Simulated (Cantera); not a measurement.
A perfectly stirred reactor is fed with NH3 : N2 = 1 : 0.35 (molar parts), at 0.375 atm; it is held at 2050 K, and followed from long to short residence time.

Model: the gas-phase N/H chemistry of the illustrative SiF4/NH3 mechanism in the Surface Chemkin manual (1991), integrated in Cantera. Walls and surfaces, which speed up NH3 decomposition in real reactors, are not modelled.

Q: What does this change do: pressure from 0.375 atm to 0.0464 atm?

A: 
```
quantity                 before    after
----------------------  -------  -------
x(NH3) at τ = 0.480 s    0.0609    0.253
x(N) at τ = 0.480 s     1.23e-6  1.51e-6
x(NH) at τ = 0.480 s    1.02e-5  1.94e-5
x(H2) at τ = 0.480 s      0.585    0.419
x(N2H4) at τ = 0.480 s  7.23e-9  7.57e-9
x(NH3) at τ = 49.0 ms     0.336    0.617
x(N) at τ = 49.0 ms     1.06e-6  7.87e-7
x(NH) at τ = 49.0 ms    1.70e-5  2.08e-5
x(H2) at τ = 49.0 ms      0.348    0.105
x(N2H4) at τ = 49.0 ms  7.31e-8  2.86e-8
```

Q: What does this change do: temperature 2050 to 2200 K?

A: 
```
quantity                 before    after
----------------------  -------  -------
x(NH3) at τ = 0.480 s    0.0609   0.0125
x(N) at τ = 0.480 s     1.23e-6  4.21e-6
x(NH) at τ = 0.480 s    1.02e-5  1.70e-5
x(H2) at τ = 0.480 s      0.585    0.625
x(N2H4) at τ = 0.480 s  7.23e-9  1.08e-9
x(NH3) at τ = 49.0 ms     0.336    0.123
x(N) at τ = 49.0 ms     1.06e-6  3.64e-6
x(NH) at τ = 49.0 ms    1.70e-5  3.35e-5
x(H2) at τ = 49.0 ms      0.348    0.531
x(N2H4) at τ = 49.0 ms  7.31e-8  2.20e-8
```

Q: What does this change do: temperature 2050 to 1325 K?

A: 
```csv
quantity,before,after
x(NH3) at τ = 0.480 s,0.0609,0.740
x(N) at τ = 0.480 s,1.23e-6,1.55e-12
x(NH) at τ = 0.480 s,1.02e-5,6.01e-9
x(H2) at τ = 0.480 s,0.585,0.000209
x(N2H4) at τ = 0.480 s,7.23e-9,5.72e-8
x(NH3) at τ = 49.0 ms,0.336,0.741
x(N) at τ = 49.0 ms,1.06e-6,<1e-12
x(NH) at τ = 49.0 ms,1.70e-5,1.40e-9
x(H2) at τ = 49.0 ms,0.348,5.73e-6
x(N2H4) at τ = 49.0 ms,7.31e-8,1.11e-8
```
